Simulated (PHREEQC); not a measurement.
Solution (25 °C): 0.0044 mol HF and 0.0025 mol NH4HF2 per kg of water. Closed to the air; pH follows from the charge balance.

All values are PHREEQC results (ion-association model, phreeqc.dat), not measurements.

```tsv
quantity	before	after
pH	2.95	3.26
ionic strength (mol/kgw)	0.00368	0.00309
HF (mol/kgw)	0.00564	0.00623
F- (mol/kgw)	0.00361	0.00301
HF2- (mol/kgw)	7.80e-5	8.13e-5
```

Q: Which change was made?
(A) 9.6e-05 mol/kgw NaHCO3 added
(B) HF left out
(C) NH4HF2 left out
(D) temperature from 25 to 75 °C

A: D, temperature from 25 to 75 °C

This is a speciation only: nothing precipitates in the calculation. Away from 25 °C the constants follow the database's enthalpies or fits; those with neither stay at their 25 °C values.
